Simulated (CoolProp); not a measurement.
Vapour pressure (MPa) of dodecamethylcyclohexasiloxane (D6): the reference equation beside estimates from Tc = 645.8 K, pc = 0.9614 MPa, ω = 0.736.

Values from CoolProp's reference Helmholtz-energy equation of state, Colonna 2008. It is a short technical equation, of lower accuracy than the large ones.

```
T (K)  reference  Lee-Kesler  van der Waals  Soave-Redlich-Kwong
-----  ---------  ----------  -------------  -------------------
484.1    0.04452     0.04480         0.2710              0.04529
488.5    0.04992     0.05028         0.2831              0.05088
492.8    0.05570     0.05614         0.2952              0.05687
497.1    0.06199     0.06254         0.3077              0.06340
501.4    0.06884     0.06949         0.3205              0.07052
505.8    0.07645     0.07723         0.3340              0.07845
510.1    0.08452     0.08543         0.3475              0.08687
514.4    0.09324     0.09430         0.3613              0.09598
518.8     0.1029      0.1041         0.3759               0.1061
523.1     0.1131      0.1145         0.3904               0.1167
527.4     0.1240      0.1256         0.4053               0.1282
531.7     0.1358      0.1375         0.4205               0.1405
```

Absolute difference from the reference over all 12 rows, mean and median: Lee-Kesler 1.0 and 1.0 %, van der Waals 337.5 and 324.0 %, Soave-Redlich-Kwong 2.7 and 2.7 %.
